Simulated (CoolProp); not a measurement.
Computed with CoolProp (reference Helmholtz-energy equation of state, de Reuck 1993).

Problem. For methanol, give the phase and the cv (kJ/(kg K)), speed of sound (m/s), Joule-Thomson coefficient (K/MPa), conductivity (mW/(m K)) at 189.05 °C and 0.0411 MPa; 189.05 °C and 0.0885 MPa; 189.05 °C and 1.3 MPa.

Solution. 
- 189.05 °C and 0.0411 MPa: gas; cv 1.52, speed of sound 374, Joule-Thomson coefficient 19.4, conductivity 33.1
- 189.05 °C and 0.0885 MPa: gas; cv 1.53, speed of sound 374, Joule-Thomson coefficient 19.5, conductivity 33.2
- 189.05 °C and 1.3 MPa: gas; cv 1.91, speed of sound 353, Joule-Thomson coefficient 20.5, conductivity 35.9

Thermal conductivity comes from a separate model (Sykioti 2013).
